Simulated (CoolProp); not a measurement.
Saturation properties of R143a.

Computed with CoolProp (reference Helmholtz-energy equation of state, Lemmon and Jacobsen 2000).

```tsv
T (K)	p (MPa)	liquid density (kg/m³)	vapour density (kg/m³)	surface tension (mN/m)	liquid conductivity (mW/(m K))
183.5	0.007814	1276	0.4346	20.9	124
189.8	0.01245	1261	0.6718	19.9	120
196	0.01903	1245	0.9985	18.9	117
202.2	0.02823	1229	1.443	17.9	114
208.4	0.04074	1213	2.032	16.9	110
214.7	0.05768	1197	2.812	16.0	107
220.9	0.07941	1180	3.794	15.0	104
227.1	0.1072	1163	5.027	14.1	101
233.3	0.1420	1146	6.555	13.2	98.1
239.6	0.1859	1128	8.460	12.3	95.2
245.8	0.2387	1110	10.74	11.4	92.4
252	0.3023	1092	13.47	10.5	89.7
```

It boils at 225.9 K under 1 atm.

Thermal conductivity comes from a separate model (McLinden 2000), an estimate that may be off by 10 % or more. Surface tension comes from a separate correlation (Mulero 2014).
